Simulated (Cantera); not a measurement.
A freely propagating, adiabatic, planar premixed flame of 45.4 % H2, 8.71 % O2, 32.8 % N2, 13.2 % H2O, equivalence ratio 2.6, unburnt at 723 K and 2.70 bar; mixture-averaged transport, grid criteria slope 0.08 and curve 0.16, no radiation.

Cantera simulation using the H2/O2 subset of GRI-Mech 3.0, which has no nitrogen chemistry; the numbers are that mechanism's predictions, not measurements. The hydrogen kinetics of GRI-Mech 3.0 are dated; newer H2 mechanisms differ, most at raised pressure. Burning velocities carry a grid error of a few per cent, more on coarse grids.

x: mole fraction of selected species; z is measured from the peak of heat release.

| z (mm) | T (K) | u (m/s) | x H2 | x O2 | x H2O | x H | x HO2 | x O |
|---|---|---|---|---|---|---|---|---|
| -0.393 | 723 | 9.00 | 0.454 | 0.0871 | 0.132 | <1e-8 | <1e-8 | <1e-8 |
| -0.262 | 723 | 9.00 | 0.454 | 0.0871 | 0.132 | <1e-8 | [?] | <1e-8 |
| -0.196 | 723 | 9.00 | 0.453 | 0.0871 | 0.132 | <1e-8 | 2.27e-7 | <1e-8 |
| -0.131 | 724 | 9.00 | 0.453 | 0.0871 | 0.132 | 3.03e-7 | 8.80e-6 | 2.09e-8 |
| -0.0655 | 776 | 9.53 | 0.444 | 0.0867 | 0.137 | 0.000314 | 0.000519 | 1.72e-5 |
| -0.0327 | 989 | 11.9 | 0.415 | 0.0787 | 0.162 | 0.00443 | 0.000421 | 0.000213 |
| 0 | 1292 | 15.2 | 0.362 | 0.0547 | 0.216 | 0.0190 | 0.000196 | 0.000931 |
| 0.0327 | 1510 | 17.6 | 0.312 | 0.0249 | 0.276 | 0.0351 | 7.62e-5 | 0.00114 |
| 0.0655 | 1623 | 18.9 | 0.289 | 0.00866 | 0.307 | 0.0412 | 2.49e-5 | 0.000702 |
| 0.131 | 1718 | 19.9 | 0.282 | [?] | 0.324 | 0.0381 | [?] | [?] |
| 0.262 | 1797 | 20.7 | 0.287 | 0.000122 | 0.328 | 0.0285 | 4.00e-7 | 0.000166 |
| 0.524 | 1864 | 21.4 | 0.293 | 4.20e-5 | 0.330 | 0.0190 | 1.66e-7 | 8.03e-5 |
| 1.05 | 1914 | 21.9 | 0.298 | 1.69e-5 | 0.332 | 0.0117 | 7.27e-8 | 3.24e-5 |

Q: Fill in the missing entries.

A: 
- -0.262, x HO2: 2.20e-8
- 0.131, x O2: 0.00113
- 0.131, x HO2: 3.12e-6
- 0.131, x O: 0.000307
